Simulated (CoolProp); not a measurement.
A closed Brayton cycle with carbon dioxide: compressor inlet 309.15 K and 7.7 MPa, high pressure 26.7 MPa, turbine inlet 720 K, compressor efficiency 0.8, turbine efficiency 0.93, recuperator effectiveness 0.8 (on enthalpy, no pinch check). Each further row changes one setting.

Values from CoolProp's reference Helmholtz-energy equation of state, Span 1996.

```csv
case,thermal efficiency (%),net work (kJ/kg),compressor to turbine work,compressor exit (K),turbine exit (K)
as stated,29.6,84.5,0.40,397.2,580.1
turbine inlet 670 K,27.5,72.3,0.43,397.2,535.4
compressor inlet 319.15 K,27.2,70.5,0.50,425.5,580.1
high pressure 22.7 MPa,28.7,77.8,0.37,385.2,597.9
recuperator effectiveness 0.5,24.3,84.5,0.40,397.2,580.1
```
